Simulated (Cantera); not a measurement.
Input (Python, Cantera) and output of one run.

```python
import numpy as np
import cantera as ct

gas_names = [...]  # 114 gases of nasa_gas.yaml made of C, Fe, H, O
cond_names = """
    C(gr) C6H6(L) C7H8(L) C8H18(L),n-octa Fe(a) Fe(c) Fe(d) Fe(L) FeC5O5(L) FeO(s) FeO(L) Fe(OH)2(s)
    Fe(OH)3(s) Fe2O3(s) Fe3O4(s) H2O(s) H2O(L)
""".split()


# ... load() reads the species with a 1 bar reference pressure and builds the phases ...
atoms = {
    'Fe2O3': {'Fe': 2, 'O': 3},
    'C': {'C': 1},
    'CO': {'C': 1, 'O': 1},
    'CH4': {'C': 1, 'H': 4},
}
top_T = {'C(gr)': 4500, 'Fe2O3(s)': 1830, 'Fe3O4(s)': 1870}  # K; cautious upper limits of use, not melting points


# ... equilibrate(T, P, feed) seeds the gas with the atoms and calls Mixture.equilibrate('TP', solver="vcs", rtol=1e-11, max_steps=5000) ...
results = []
feed = {'Fe2O3': 1, 'C': 0.91, 'CO': 1.3, 'CH4': 2}  # mol
T = 2273  # K
for P in [10, 36, 130, 460, 1700, 6000, 22000, 77000, 280000, 1000000]:
    mix = equilibrate(T, P, feed)
    results.append((T, P, feed, dict(zip(mix.species_names, mix.species_moles))))

top = {s: max(r[3][s] / sum(r[3][g] for g in gas_names) for r in results) for s in gas_names}
cols = sorted((s for s in top if top[s] > 0.0001), key=lambda s: -top[s])[:6]
seen = [c for c in cond_names if any(r[3].get(c, 0) > 1e-12 for r in results)]
print("log10 of partial pressures in bar; condensed amounts in mol")
print(f"{'P/Pa':>10s}" + "".join(f"{s[:9]:>10s}" for s in cols + seen))
for T, P, feed, n in results:
    ng = sum(n[g] for g in gas_names)
    print(f"{P:10.4g}" + "".join(f"{np.log10(max(n[s] / ng * P / 1e5, 1e-99)):10.3f}" for s in cols)
          + "".join(f"{n.get(c, 0):10.4g}" for c in seen))
```

Output:

```
log10 of partial pressures in bar; condensed amounts in mol
      P/Pa        CO        H2         H        Fe       H2O       CO2     Fe(L)
        10    -4.466    -4.806    -4.479    -4.788    -6.488    -6.889         0
        36    -3.880    -4.070    -4.111    -4.202    -5.735    -6.287         0
       130    -3.301    -3.413    -3.782    -3.623    -5.097    -5.727         0
       460    -2.739    -2.812    -3.482    -3.061    -4.513    -5.182         0
      1700    -2.164    -2.216    -3.184    -2.486    -3.927    -4.617         0
      6000    -1.559    -1.599    -2.875    -2.276    -3.312    -4.014     1.195
   2.2e+04    -0.962    -0.997    -2.574    -2.276    -2.711    -3.418     1.796
   7.7e+04    -0.410    -0.442    -2.296    -2.276    -2.156    -2.866     1.943
   2.8e+05     0.154     0.123    -2.014    -2.276    -1.592    -2.303     1.984
     1e+06     0.708     0.678    -1.737    -2.276    -1.038    -1.750     1.996
```

These are equilibrium values from Cantera (NASA tables, ideal gas, pure condensed phases), not measurements of a reactor.
